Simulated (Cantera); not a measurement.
Cantera run, input and output.

```python
import numpy as np
import cantera as ct

gas = ct.Solution("gri30.yaml")
gas.TPX = 700, 100000, {'CH4': 1, 'C2H6': 0.36, 'C3H8': 0.063, 'O2': 3.89, 'N2': 14.6}
flame = ct.FreeFlame(gas, width=0.04)
flame.set_refine_criteria(ratio=3, slope=0.08, curve=0.16)
flame.transport_model = "mixture-averaged"
flame.solve(loglevel=0, auto=True)
z, T = flame.grid, flame.T
thick = (T[-1] - T[0]) / np.gradient(T, z).max()
show = ['CH4', 'C2H6', 'C3H8', 'NO2', 'H2', 'H2O2']
print(f"laminar burning velocity  {flame.velocity[0] * 100:.3f} cm/s")
print(f"burnt temperature         {T[-1]:.1f} K")
print(f"thermal thickness         {thick * 1e3:.4f} mm")
print(f"grid points               {len(z)}")
z0 = z[flame.heat_release_rate.argmax()]
print(f"{'z/mm':>9s}{'T/K':>9s}{'u/(m/s)':>9s}" + "".join(f"{s:>11s}" for s in show))
rows = []
for k in (-3, -2, -1.5, -1, -0.5, -0.25, 0, 0.25, 0.5, 1, 2, 4, 8):
    zz = z0 + k * thick
    rows.append([k * thick, np.interp(zz, z, T), np.interp(zz, z, flame.velocity),
                 *(np.interp(zz, z, flame.X[gas.species_index(s)]) for s in show)])
    print(f"{rows[-1][0] * 1e3:9.3f}{rows[-1][1]:9.1f}{rows[-1][2]:9.3f}" + "".join(f"{x:11.3e}" for x in rows[-1][3:]))
```

Output:

```
laminar burning velocity  180.096 cm/s
burnt temperature         2394.0 K
thermal thickness         0.2942 mm
grid points               146
     z/mm      T/K  u/(m/s)        CH4       C2H6       C3H8        NO2         H2       H2O2
   -0.883    700.1    1.803  5.017e-02  1.806e-02  3.162e-03  3.660e-11  8.073e-04  1.397e-08
   -0.588    701.6    1.809  5.001e-02  1.803e-02  3.156e-03  8.110e-10  2.484e-03  2.433e-07
   -0.441    706.0    1.825  4.972e-02  1.797e-02  3.149e-03  3.398e-09  4.385e-03  9.334e-07
   -0.294    741.4    1.926  4.815e-02  1.762e-02  3.110e-03  2.421e-08  8.345e-03  5.866e-06
   -0.147   1024.3    2.706  3.798e-02  1.349e-02  2.437e-03  5.703e-08  1.570e-02  2.255e-05
   -0.074   1395.0    3.747  2.384e-02  6.054e-03  9.458e-04  2.731e-08  1.982e-02  1.615e-05
    0.000   1774.6    4.830  7.238e-03  4.358e-04  3.195e-05  8.105e-09  2.022e-02  1.832e-06
    0.074   1943.1    5.301  7.553e-04  2.089e-06  3.185e-08  2.849e-09  1.558e-02  4.336e-07
    0.147   1989.5    5.412  4.102e-05  2.556e-09  5.593e-12  2.984e-09  1.260e-02  2.987e-07
    0.294   2038.8    5.513  1.058e-07  1.878e-14  2.333e-18  3.724e-09  1.176e-02  2.608e-07
    0.588   2103.5    5.656  2.467e-11  9.903e-20  5.468e-25  5.107e-09  1.121e-02  2.118e-07
    1.177   2183.3    5.839  1.291e-16  8.024e-27  9.357e-35  8.557e-09  9.551e-03  1.651e-07
    2.354   2267.0    6.029  4.409e-17  1.921e-29  7.275e-44  1.722e-08  7.401e-03  1.321e-07
```

Detailed kinetics in Cantera: GRI-Mech 3.0 (53 species, 325 reactions). Burning velocities carry a grid error of a few per cent, more on coarse grids.
